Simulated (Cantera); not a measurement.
Charge: 1 mol Si3N4, 20 mol HCl, 1.4 mol H2, at 1150 K and 0.0130 bar.

Equilibrium computed with Cantera from the NASA thermochemical tables; the gas is ideal and each condensed phase is pure. Candidate condensed phases: NH4Cl, Si, Si3N4; 28 gas species. The tables' values for SiCl3 are old estimates; treat these amounts as uncertain. Equilibrium is a limit: real reactors are often held back by kinetics, nucleation or transport.

Base state: HCl 0.480, H2 0.313, SiCl4 0.120, N2 0.0828, SiCl3 0.00231, SiHCl3 0.00159, SiCl2 0.000487 (mole fractions); condensed: Si3N4(s).

Q: What changes in the equilibrium state with this change: temperature from 1150 K to 2173 K?

A: 
| species | before | after |
|---|---|---|
| HCl | 0.480 | 0.544 |
| H2 | 0.313 | 0.192 |
| SiCl2 | 0.000487 | 0.120 |
| SiCl4 | 0.120 | 3.74e-5 |
| Cl | 4.94e-7 | 0.0383 |
| H | 3.66e-7 | 0.0185 |
| N2 | 0.0828 | 0.0830 |
| SiCl | <1e-9 | 0.00166 |
| Si | <1e-9 | 0.000853 |
| Si3N4(s), mol | 0.147 | 0 |
The tables' values for SiCl3, SiCl are old estimates; treat these amounts as uncertain.

Q: What changes in the equilibrium state with this change: H2 from 1.4 to 49 mol?

A: 
```json
[
 {"species": "H2", "before": "0.313", "after": "0.731"},
 {"species": "HCl", "before": "0.480", "after": "0.252"},
 {"species": "SiCl4", "before": "0.120", "after": "0.00885"},
 {"species": "N2", "before": "0.0828", "after": "0.00678"},
 {"species": "SiCl3", "before": "0.00231", "after": "0.000496"},
 {"species": "SiHCl3", "before": "0.00159", "after": "0.000522"},
 {"species": "SiCl2", "before": "0.000487", "after": "0.000305"},
 {"species": "Si3N4(s), mol", "before": "0.147", "after": "0.767"}
]
```

Q: What changes in the equilibrium state with this change: H2 from 1.4 to 8.1 mol?

A: 
```
species          before     after
-------------  --------  --------
HCl               0.480     0.447
H2                0.313     0.435
SiCl4             0.120    0.0678
N2               0.0828    0.0475
SiCl3           0.00231   0.00165
SiHCl3          0.00159   0.00134
SiCl2          0.000487  0.000441
Si3N4(s), mol     0.147     0.347
```
